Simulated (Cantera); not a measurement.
Input: 1 mol FeS2, 1.3 mol H2S, 9.8 mol CO2, equilibrated at 0.100 bar.

Method: chemical equilibrium by Gibbs-energy minimisation in Cantera with the NASA 1993 tables (ideal gas, pure condensed phases). Candidate condensed phases: C, C6H6, C7H8, C8H18, Fe, Fe(CO)5, FeO, Fe(OH)2, Fe(OH)3, FeS, FeSO4, FeS2, Fe2O3, Fe2(SO4)3, Fe3O4, H2O, H2SO4, S; 127 gas species. Metal and sulfide melt together well below either melting point, which pure phases cannot show. Mutual solubility and eutectic melting of coexisting phases are not modelled. The tables' stoichiometric FeO is somewhat more stable than real wüstite, so its field is too wide. FeO, FeS: taken at fixed stoichiometry. Gases not in the tables: S3 to S7. Equilibrium is a limit: real reactors are often held back by kinetics, nucleation or transport.

Question: Which condensed phases are stable at each of these points (T (°C)): 427, 527, 627, 727, 827, 927, 1027, 1127, 1227, 1327, 1427, 1527, 1627?

Answer: 
```
T (°C)  condensed phases  Fe condensed (%)
------  ----------------  ----------------
427              FeS2(s)             100.0
527              FeS2(s)             100.0
627               FeS(s)             100.0
727               FeS(s)             100.0
827               FeS(s)             100.0
927               FeS(s)             100.0
1027              FeS(s)             100.0
1127              FeS(s)             100.0
1227              FeS(l)             100.0
1327     FeO(s) + FeS(l)             100.0
1427              FeO(l)             100.0
1527              FeO(l)              99.9
1627              FeO(l)              99.7
```

From 427 °C to 527 °C the condensed part is FeS2(s). From 627 °C to 1127 °C the condensed part is FeS(s). At 1227 °C the condensed part is FeS(l). At 1327 °C the condensed part is FeO(s) + FeS(l). From 1427 °C to 1627 °C the condensed part is FeO(l).
